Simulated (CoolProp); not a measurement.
Model: reference Helmholtz-energy equation of state, Eisenbach 2021, in CoolProp.

Problem. For propylene glycol, give the phase and the cp (kJ/(kg K)), cv (kJ/(kg K)) at 204.55 °C and 102 bar; 227.25 °C and 102 bar; 249.95 °C and 102 bar.

Solution. 
- 204.55 °C and 102 bar: liquid; cp 3.43, cv 2.89
- 227.25 °C and 102 bar: liquid; cp 3.55, cv 2.96
- 249.95 °C and 102 bar: liquid; cp 3.67, cv 3.02
